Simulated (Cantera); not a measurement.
## Ammonia decomposition in nitride growth gas

A perfectly stirred reactor is fed with NH3 : H2 = 1 : 0.1 (molar parts), at 1.00 bar; it is held at 1973 K, and followed from long to short residence time.

Computed with Cantera and the gas-phase N/H chemistry of the illustrative SiF4/NH3 mechanism in the Surface Chemkin manual (1991). Walls and surfaces, which speed up NH3 decomposition in real reactors, are not modelled.

```
τ (s)      x NH3   x H2      x N     x NH     x NH2     x N2    x N2H4
-------  -------  -----  -------  -------  --------  -------  --------
9.1      0.00896  0.754  2.57e-7  1.66e-6   3.51e-5    0.236  7.09e-10
1.9       0.0266  0.741  4.03e-7  3.23e-6   8.44e-5    0.231   4.11e-9
0.38      0.0921  0.693  5.10e-7  5.76e-6  0.000211    0.214   2.57e-8
0.076      0.295  0.543  5.23e-7  8.78e-6  0.000475    0.161   1.30e-7
0.015      0.632  0.295  4.35e-7  1.06e-5  0.000801   0.0722   3.71e-7
0.0031     0.833  0.147  3.12e-7  1.03e-5  0.000979   0.0196   5.53e-7
0.00064    0.892  0.102  2.31e-7  9.26e-6   0.00100  0.00394   5.78e-7
```
x: mole fraction; the columns are a selection and need not sum to one.
